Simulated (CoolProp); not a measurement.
Vapour-liquid equilibrium of toluene (1) + n-dodecane (2) at 209.45 °C; x and y are mole fractions of (1).

Computed with CoolProp (multi-fluid Helmholtz-energy mixture model, Lemmon 2006 and Lemmon 2004; pair parameters Bell 2016).

**Question.** Give the bubble pressure and the first vapour's composition at x = 0.25, 0.65, 0.75. Is there an azeotrope?

**Answer.** x = 0.25: 0.2418 MPa, y = 0.713; x = 0.65: 0.5624 MPa, y = 0.935; x = 0.75: 0.6501 MPa, y = 0.958. No azeotrope shows between x = 0.05 and 0.95.

The pair parameters rest on a limited set of measurements; away from them the model extrapolates.
